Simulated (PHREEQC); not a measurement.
**Acid mine or pickling water (model solution)**

Model water analysis in mg/L, 5 °C, pH 2.89, pe 8.1: Na 100; K 5.53; Ca 10.8; Mg 6.9; Cl 44.9; S(6) as SO4 337; Pb 16.9.

Na is adjusted to close the charge balance.
Valence states are taken as typed.

All values are PHREEQC results (ion-association model, phreeqc.dat), not measurements.

The ionic strength is 0.0114 mol/kgw and the specific conductance is 760 µS/cm. The total alkalinity is -1.61 meq/kg.

```
species  molality  activity   log γ
-------  --------  --------  ------
Na+       0.00522   0.00470  -0.045
SO4-2     0.00314   0.00207  -0.181
H+        0.00141   0.00129  -0.040
Cl-       0.00127   0.00114  -0.047
Mg+2     0.000239  0.000160  -0.175
Ca+2     0.000223  0.000148  -0.178
HSO4-    0.000194  0.000174  -0.046
K+       0.000140  0.000126  -0.047
NaSO4-    4.72e-5   4.26e-5  -0.044
CaSO4     4.63e-5   4.64e-5   0.001
```

This is a speciation only: nothing precipitates in the calculation. Examples of supersaturated solids here: Anglesite. Others may be too. Complexes and solids missing from the database can't appear. At this temperature some constants are extrapolated from 25 °C, and those without enthalpy data are left unchanged.
